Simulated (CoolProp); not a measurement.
Vapour-liquid equilibrium of dimethyl ether (1) + n-butane (2) at 215.8 K; x and y are mole fractions of (1).

The numbers come from the multi-fluid Helmholtz-energy mixture model, Wu 2011 and Bücker 2006; pair parameters Bell 2016 in CoolProp.

```csv
x,"bubble pressure, mixture model (MPa)","bubble pressure, Raoult's law (MPa)","y, mixture model","y, Raoult's law"
0.05,0.007578,0.006627,0.249,0.144
0.125,?,0.007611,0.450,0.313
0.2,0.01130,0.008595,0.564,0.444
0.275,?,0.009578,0.638,0.548
0.35,0.01380,0.01056,0.691,0.632
0.425,0.01474,0.01155,0.732,0.703
0.5,0.01554,0.01253,0.766,0.762
0.575,?,0.01351,0.796,0.812
0.65,0.01685,0.01450,0.825,0.856
0.725,0.01741,0.01548,0.854,0.894
0.8,0.01793,0.01646,0.885,0.927
0.875,0.01841,0.01745,0.921,0.957
0.95,0.01884,0.01843,0.965,0.984
```

### Question
What belongs in the gaps?

### Answer

- 0.125, bubble pressure, mixture model (MPa): 0.009623
- 0.275, bubble pressure, mixture model (MPa): 0.01267
- 0.575, bubble pressure, mixture model (MPa): 0.01623

The largest gap from Raoult's law is +32.3 % in bubble pressure, at x = 0.275. No azeotrope shows between x = 0.05 and 0.95.

Pair parameters are fitted to limited data, so mixtures are less certain than the pure fluids.
